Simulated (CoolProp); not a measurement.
Saturation properties of n-butane.

Values from CoolProp's reference Helmholtz-energy equation of state, Bücker 2006.

| T (K) | p (MPa) | liquid density (kg/m³) | liquid cp (kJ/(kg K)) | surface tension (mN/m) | vapour viscosity (µPa s) | liquid conductivity (mW/(m K)) |
|---|---|---|---|---|---|---|
| 323.8 | ? | 541.5 | 2.603 | 9.07 | 8.09 | 94.7 |
| 331.4 | 0.6113 | 531.5 | 2.659 | 8.26 | 8.32 | 91.9 |
| 338.9 | 0.7328 | 521.2 | 2.719 | 7.47 | 8.56 | 89.3 |
| 346.5 | 0.8732 | 510.4 | 2.786 | 6.68 | 8.83 | 86.7 |
| 354.1 | ? | 498.9 | 2.861 | 5.91 | 9.12 | 84.2 |
| 361.6 | 1.210 | 487.0 | 2.945 | 5.16 | 9.44 | 81.8 |
| 369.2 | 1.412 | 474.2 | 3.043 | 4.42 | 9.80 | 79.4 |
| 376.8 | 1.637 | 460.3 | ? | 3.71 | 10.2 | 77.2 |
| 384.3 | 1.885 | 445.5 | 3.310 | 3.02 | 10.7 | 75.0 |
| 391.9 | 2.164 | 428.8 | 3.511 | 2.36 | 11.3 | 72.8 |
| 399.4 | 2.470 | 410.1 | 3.807 | 1.73 | 12.0 | ? |
| 407 | 2.812 | 387.6 | 4.331 | 1.13 | 12.9 | 68.7 |
| 414.6 | 3.193 | 358.3 | 5.592 | 0.587 | 14.3 | 67.0 |

**Question.** What belongs in the gaps?

**Answer.** 
- 323.8, p (MPa): 0.5042
- 354.1, p (MPa): 1.033
- 376.8, liquid cp (kJ/(kg K)): 3.162
- 399.4, liquid conductivity (mW/(m K)): 70.8

It boils at 272.7 K under 1 atm.

Viscosity comes from a separate model (Vogel 1999). Thermal conductivity comes from a separate model (Perkins 2002). Surface tension comes from a separate correlation (Mulero 2012).
